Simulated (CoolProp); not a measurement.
Vapour-liquid equilibrium of propane (1) + dimethyl ether (2) at 340 K; x and y are mole fractions of (1).

The numbers come from the multi-fluid Helmholtz-energy mixture model, Lemmon 2009 and Wu 2011; pair parameters Bell 2016 in CoolProp.

```csv
x,"bubble pressure, mixture model (MPa)","bubble pressure, Raoult's law (MPa)","y, mixture model","y, Raoult's law"
0.05,1.776,1.725,0.083,0.070
0.15,1.932,1.799,0.220,0.203
0.25,2.062,1.874,0.332,0.324
0.35,2.171,1.948,0.429,0.437
0.45,2.261,2.022,0.516,0.541
0.55,2.333,2.097,0.599,0.638
0.65,2.389,2.171,0.681,0.728
0.75,2.427,2.245,0.764,0.812
0.85,2.446,2.320,0.853,0.891
0.95,2.442,2.394,0.948,0.965
```

The largest gap from Raoult's law is +11.8 % in bubble pressure, at x = 0.45. y crosses x between x = 0.85 and 0.95: the model has an azeotrope there.

Pair parameters are fitted to limited data, so mixtures are less certain than the pure fluids.
